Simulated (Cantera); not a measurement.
Charge: 1 mol Si, 0.68 mol Cl2, 4.8 mol H2, equilibrated at 158 Torr.

These are equilibrium values from Cantera (NASA tables, ideal gas, pure condensed phases), not measurements of a reactor. Candidate condensed phases: Si; 19 gas species. Gases not in the tables: Si2H6 and higher silanes. Rates play no part.

Which condensed phases are stable at each of these points (T (K)): 723, 798, 873, 948, 1023, 1098, 1173, 1248, 1323, 1398, 1473, 1548, 1623, 1698?


```json
[
 {"T (K)": "723", "condensed phases": "Si(s)", "Si condensed (%)": "62.7"},
 {"T (K)": "798", "condensed phases": "Si(s)", "Si condensed (%)": "62.9"},
 {"T (K)": "873", "condensed phases": "Si(s)", "Si condensed (%)": "63.3"},
 {"T (K)": "948", "condensed phases": "Si(s)", "Si condensed (%)": "64.0"},
 {"T (K)": "1023", "condensed phases": "Si(s)", "Si condensed (%)": "65.0"},
 {"T (K)": "1098", "condensed phases": "Si(s)", "Si condensed (%)": "66.3"},
 {"T (K)": "1173", "condensed phases": "Si(s)", "Si condensed (%)": "67.6"},
 {"T (K)": "1248", "condensed phases": "Si(s)", "Si condensed (%)": "68.5"},
 {"T (K)": "1323", "condensed phases": "Si(s)", "Si condensed (%)": "68.6"},
 {"T (K)": "1398", "condensed phases": "Si(s)", "Si condensed (%)": "67.9"},
 {"T (K)": "1473", "condensed phases": "Si(s)", "Si condensed (%)": "66.9"},
 {"T (K)": "1548", "condensed phases": "Si(s)", "Si condensed (%)": "66.1"},
 {"T (K)": "1623", "condensed phases": "Si(s)", "Si condensed (%)": "65.4"},
 {"T (K)": "1698", "condensed phases": "Si(l)", "Si condensed (%)": "65.1"}
]
```

From 723 K to 1623 K the condensed part is Si(s). At 1698 K the condensed part is Si(l).
